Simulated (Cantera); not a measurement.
An isothermal, constant-pressure homogeneous reactor starts with 1.44 % CH4, 95.8 % H2, 2.78 % CO2, at 1675 K and 0.100 bar.

Model: GRI-Mech 3.0 (53 species, 325 reactions), integrated in Cantera.

Problem. Predict: x(CH4) at 5.00 s; x(H2) at 5.00 s; x(CO2) at 5.00 s; x(C2H6) at 5.00 s.

Solution. 
```json
{
  "x(CH4) at 5.00 s": "0.00328 (gas-phase equilibrium 1.76e-8)",
  "x(H2) at 5.00 s": "0.937 (gas-phase equilibrium 0.946)",
  "x(CO2) at 5.00 s": "0.000238 (gas-phase equilibrium 0.000168)",
  "x(C2H6) at 5.00 s": "4.27e-8 (gas-phase equilibrium <1e-12)"
}
```
